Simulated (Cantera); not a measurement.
A perfectly stirred reactor is fed with C2H6 : N2 = 1 : 7.1 (molar parts), at 170 Pa; it is held at 1350 K, and followed from long to short residence time.

Computed with Cantera and GRI-Mech 3.0 (53 species, 325 reactions). GRI-Mech 3.0 stops at C3 and has no aromatics, soot or wall deposition, so with more carbon than oxygen in the feed, carbon stays in small species such as C2H2 where larger ones or solid carbon would form. Radical loss at walls, strong at low pressure, is not modelled.

Task: What does this change do: pressure from 170 Pa to 101000 Pa?

Result: 
```tsv
quantity	before	after
x(C2H6) at τ = 0.360 s	0.0201	0.000977
x(CH4) at τ = 0.360 s	0.0446	0.0297
x(C2H) at τ = 0.360 s	2.94e-8	1.86e-9
x(H2) at τ = 0.360 s	0.0725	0.140
x(CH2) at τ = 0.360 s	1.18e-6	6.93e-10
x(C2H6) at τ = 17.0 ms	0.109	0.00872
x(CH4) at τ = 17.0 ms	0.00300	0.0259
x(C2H) at τ = 17.0 ms	7.59e-10	2.93e-9
x(H2) at τ = 17.0 ms	0.00828	0.113
x(CH2) at τ = 17.0 ms	9.26e-7	5.00e-9
```
